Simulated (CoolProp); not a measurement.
A simple Rankine cycle with ethylbenzene: condensing at 332.15 K, boiler at 2.03 MPa, turbine inlet 611.3 K, turbine efficiency 0.6, pump efficiency 0.6, no recuperator. Each further row changes one setting.

Computed with CoolProp (reference Helmholtz-energy equation of state, Zhou 2012).

| case | thermal efficiency (%) | net work (kJ/kg) | heat in (kJ/kg) | turbine exit temperature (K) | volume ratio over the turbine |
|---|---|---|---|---|---|
| as stated | 15.7 | 133 | 846 | 528.2 | 328 |
| condensing temperature 324.15 K | 16.4 | 141 | 861 | 524.2 | 469 |
| boiler pressure 1.42 MPa | 15.0 | 129 | 863 | 537.9 | 210 |
| turbine efficiency 0.5 | 13.0 | 110 | 846 | 539.4 | 335 |
